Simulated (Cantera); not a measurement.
An isothermal, constant-pressure homogeneous reactor starts with NH3 : N2 = 1 : 15 (molar parts), at 2323 K and 9.00 Torr.

Cantera simulation using the gas-phase N/H chemistry of the illustrative SiF4/NH3 mechanism in the Surface Chemkin manual (1991); the numbers are that mechanism's predictions, not measurements. Walls and surfaces, which speed up NH3 decomposition in real reactors, are not modelled.

x: mole fraction; the columns are a selection and need not sum to one.

```tsv
t (s)	x NH3	x H2	x N2	x N	x NH2	x N2H4
0.000200	0.0624	2.72e-5	0.937	1.23e-10	5.97e-5	2.08e-12
0.000455	0.0624	6.90e-5	0.937	?	0.000142	1.18e-11
0.00104	0.0622	0.000167	0.937	?	0.000326	6.26e-11
0.00236	0.0617	0.000452	0.937	?	0.000725	3.10e-10
0.00537	0.0602	0.00184	0.936	?	0.00142	1.19e-9
0.0122	0.0551	0.00885	0.934	?	0.00151	1.35e-9
0.0278	0.0447	0.0240	0.930	?	0.00101	5.99e-10
0.0632	0.0292	0.0462	0.924	1.24e-5	0.000622	2.28e-10
0.144	0.0125	0.0700	0.917	1.23e-5	0.000303	5.42e-11
0.328	0.00248	0.0841	0.912	?	8.81e-5	4.59e-12
0.746	0.000115	0.0869	0.911	?	8.93e-6	<1e-12
1.70	1.91e-6	0.0854	0.909	?	3.69e-7	<1e-12
3.86	5.52e-8	0.0821	0.907	?	2.41e-8	<1e-12
8.79	5.24e-9	0.0771	0.902	?	4.44e-9	<1e-12
20.0	2.87e-9	0.0738	0.900	?	3.27e-9	<1e-12
```

Question: Fill in the missing entries.

Answer: 
- 0.000455, x N: 1.81e-9
- 0.00104, x N: 2.07e-8
- 0.00236, x N: 1.39e-7
- 0.00537, x N: 8.22e-7
- 0.0122, x N: 4.66e-6
- 0.0278, x N: 9.54e-6
- 0.328, x N: 9.50e-6
- 0.746, x N: 4.95e-6
- 1.70, x N: 1.26e-6
- 3.86, x N: 4.26e-7
- 8.79, x N: 2.93e-7
- 20.0, x N: 3.92e-7
